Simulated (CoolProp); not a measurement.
Carbon monoxide along the isotherm 179.5 K: fugacity coefficient from the reference equation and from simpler models built on Tc = 132.9 K, pc = 3498 kPa, ω = 0.050; each cubic takes its own stable root.

Values from CoolProp's reference Helmholtz-energy equation of state, Lemmon 2006. It is a short technical equation, of lower accuracy than the large ones.

```json
[
 {"p (kPa)": "135", "phase": "gas", "reference": "0.9949"},
 {"p (kPa)": "269", "phase": "gas", "reference": "0.9899"},
 {"p (kPa)": "404", "phase": "gas", "reference": "0.9848"},
 {"p (kPa)": "538", "phase": "gas", "reference": "0.9799"},
 {"p (kPa)": "673", "phase": "gas", "reference": "0.9749"},
 {"p (kPa)": "807", "phase": "gas", "reference": "0.9699"},
 {"p (kPa)": "942", "phase": "gas", "reference": "0.9650"},
 {"p (kPa)": "1080", "phase": "gas", "reference": "0.9600"},
 {"p (kPa)": "1210", "phase": "gas", "reference": "0.9552"},
 {"p (kPa)": "1350", "phase": "gas", "reference": "0.9502"},
 {"p (kPa)": "1480", "phase": "gas", "reference": "0.9455"},
 {"p (kPa)": "1610", "phase": "gas", "reference": "0.9409"},
 {"p (kPa)": "1750", "phase": "gas", "reference": "0.9359"}
]
```

Question: How far does each simpler model (Redlich-Kwong, Peng-Robinson) lie from the reference over these 13 states: mean and median of the absolute difference, and the worst?

Answer: 
- Redlich-Kwong: mean 0.1 %, median 0.1 %, worst -0.3 % at 179.5 K and 1750 kPa
- Peng-Robinson: mean 0.7 %, median 0.7 %, worst -1.2 % at 179.5 K and 1750 kPa
